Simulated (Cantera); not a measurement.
Feed: 1 mol CS2, 0.12 mol H2, equilibrated at 2875 K and 133 Pa.

Method: chemical equilibrium by Gibbs-energy minimisation in Cantera with the NASA 1993 tables (ideal gas, pure condensed phases). Equilibrium is a limit: real reactors are often held back by kinetics, nucleation or transport.

```json
[
 {"species": "CS", "before": "0.450", "after": "0.478"},
 {"species": "S", "before": "0.433", "after": "0.460"},
 {"species": "H", "before": "0.105", "after": "0.0498"},
 {"species": "H2", "before": "0.00131", "after": "0.000296"},
 {"species": "SH", "before": "0.000907", "after": "0.000458"},
 {"species": "CS2", "before": "0.00109", "after": "0.00123"},
 {"species": "S2", "before": "0.00838", "after": "0.00945"},
 {"species": "C", "before": "0.000424", "after": "0.000424"}
]
```
Gas species are given as mole fractions.

**Question.** Which change was made?
A. H2 from 0.12 to 0.053 mol
B. temperature from 2875 K to 2098 K
C. H2 from 0.12 to 0.3 mol
D. H2 from 0.12 to 4.2 mol

**Answer.** A, H2 from 0.12 to 0.053 mol
